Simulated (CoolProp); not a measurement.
Computed with CoolProp (reference Helmholtz-energy equation of state, Rui 2013).

Task: Give the vapour pressure (kPa), vapour density (kg/m³), liquid cp (kJ/(kg K)), liquid viscosity (µPa s) of saturated R236EA at 272.8, 297.6, 301.2 K.

Result: 
```csv
T (K),p (kPa),vapour density (kg/m³),liquid cp (kJ/(kg K)),liquid viscosity (µPa s)
272.8,77.1,5.36,1.23,556
297.6,202,13.4,1.26,386
301.2,229,15.1,1.26,367
```

Viscosity comes from a separate model (Huber 2003), an estimate that may be off by 10 % or more.
